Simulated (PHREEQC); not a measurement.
Acid rinse or clean: an equilibrium model

A solution holds 0.022 mol/kgw HNO3, 0.0038 mol/kgw ZnSO4 and 0.023 mol/kgw MgCl2, at 53 °C. Closed to the air; pH follows from the charge balance.

Equilibrium calculation in PHREEQC: ion-association model, phreeqc.dat.

Each row changes one thing in this solution. Precipitation was switched off in this run.

```
case                            pH  ionic strength (mol/kgw)  Mg+2 (mol/kgw)  MgOH+ (mol/kgw)
----------------------------  ----  ------------------------  --------------  ---------------
as made                       1.77                    0.0968          0.0217         2.32e-11
0.0011 mol/kgw NaNO3 added    1.77                         ?          0.0217         2.32e-11
ZnSO4 left out                1.74                    0.0910          0.0230         2.32e-11
temperature from 53 to 90 °C     ?                    0.0947          0.0217         2.82e-10
temperature from 53 to 70 °C  1.78                         ?          0.0217         7.80e-11
diluted 5-fold with water     2.43                    0.0199               ?         2.83e-11
diluted 100-fold with water      ?                   0.00105        0.000227         3.53e-11
```

Problem. Complete the blanks.

Solution. 
- 0.0011 mol/kgw NaNO3 added, ionic strength (mol/kgw): 0.0979
- temperature from 53 to 90 °C, pH: 1.79
- temperature from 53 to 70 °C, ionic strength (mol/kgw): 0.0958
- diluted 5-fold with water, Mg+2 (mol/kgw): 0.00437
- diluted 100-fold with water, pH: 3.68

Species that the database lacks are ignored. Away from 25 °C the constants follow the database's enthalpies or fits; those with neither stay at their 25 °C values.
